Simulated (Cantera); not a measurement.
## Premixed flame

A freely propagating, adiabatic, planar premixed flame of H2 : O2 : N2 = 1 : 0.208 : 0.783 (molar parts), equivalence ratio 2.4, unburnt at 348 K and 500000 Pa; mixture-averaged transport, grid criteria slope 0.08 and curve 0.16, no radiation.

Cantera simulation using the H2/O2 subset of GRI-Mech 3.0, which has no nitrogen chemistry; the numbers are that mechanism's predictions, not measurements. The hydrogen kinetics of GRI-Mech 3.0 are dated; newer H2 mechanisms differ, most at raised pressure. Burning velocities carry a grid error of a few per cent, more on coarse grids.

```json
[
 {"z (mm)": "-0.153", "T (K)": "348", "u (m/s)": "3.08", "x H2": "0.502", "x O2": "0.104", "x HO2": "<1e-8", "x H2O2": "<1e-8", "x H2O": "<1e-8", "x OH": "<1e-8"},
 {"z (mm)": "-0.102", "T (K)": "348", "u (m/s)": "3.08", "x H2": "0.502", "x O2": "0.104", "x HO2": "<1e-8", "x H2O2": "<1e-8", "x H2O": "1.31e-7", "x OH": "<1e-8"},
 {"z (mm)": "-0.0765", "T (K)": "348", "u (m/s)": "3.08", "x H2": "0.502", "x O2": "0.105", "x HO2": "6.98e-8", "x H2O2": "1.05e-8", "x H2O": "1.27e-6", "x OH": "<1e-8"},
 {"z (mm)": "-0.0510", "T (K)": "353", "u (m/s)": "3.11", "x H2": "0.500", "x O2": "0.105", "x HO2": "2.49e-6", "x H2O2": "3.80e-7", "x H2O": "3.63e-5", "x OH": "<1e-8"},
 {"z (mm)": "-0.0255", "T (K)": "464", "u (m/s)": "3.97", "x H2": "0.482", "x O2": "0.107", "x HO2": "0.000461", "x H2O2": "5.24e-5", "x H2O": "0.00447", "x OH": "2.64e-5"},
 {"z (mm)": "-0.0127", "T (K)": "793", "u (m/s)": "6.57", "x H2": "0.445", "x O2": "0.0967", "x HO2": "0.000826", "x H2O2": "0.000116", "x H2O": "0.0353", "x OH": "0.000597"},
 {"z (mm)": "0", "T (K)": "1174", "u (m/s)": "9.52", "x H2": "0.396", "x O2": "0.0714", "x HO2": "0.000357", "x H2O2": "4.29e-5", "x H2O": "0.0925", "x OH": "0.000857"},
 {"z (mm)": "0.0127", "T (K)": "1439", "u (m/s)": "11.6", "x H2": "0.351", "x O2": "0.0404", "x HO2": "0.000170", "x H2O2": "6.18e-6", "x H2O": "0.153", "x OH": "0.00130"},
 {"z (mm)": "0.0255", "T (K)": "1591", "u (m/s)": "12.8", "x H2": "0.323", "x O2": "0.0183", "x HO2": "7.30e-5", "x H2O2": "1.70e-6", "x H2O": "0.194", "x OH": "0.00149"},
 {"z (mm)": "0.0510", "T (K)": "1719", "u (m/s)": "13.8", "x H2": "0.306", "x O2": "0.00313", "x HO2": "1.18e-5", "x H2O2": "5.74e-7", "x H2O": "0.223", "x OH": "0.00144"},
 {"z (mm)": "0.102", "T (K)": "1806", "u (m/s)": "14.4", "x H2": "0.308", "x O2": "0.000177", "x HO2": "6.60e-7", "x H2O2": "2.12e-7", "x H2O": "0.230", "x OH": "0.00125"},
 {"z (mm)": "0.204", "T (K)": "1874", "u (m/s)": "14.9", "x H2": "0.314", "x O2": "1.49e-5", "x HO2": "8.28e-8", "x H2O2": "9.44e-8", "x H2O": "0.232", "x OH": "0.000936"},
 {"z (mm)": "0.408", "T (K)": "1921", "u (m/s)": "15.2", "x H2": "0.318", "x O2": "4.85e-6", "x HO2": "3.12e-8", "x H2O2": "3.85e-8", "x H2O": "0.233", "x OH": "0.000607"}
]
```
x: mole fraction of selected species; z is measured from the peak of heat release.

The laminar burning velocity comes out as 308 cm/s. The thermal thickness is 0.0510 mm. The peak x(HO2) is 0.00101 and the peak x(H2O2) is 0.000119. The peak x(OH) comes out as 0.00150 and the grid points is 107.
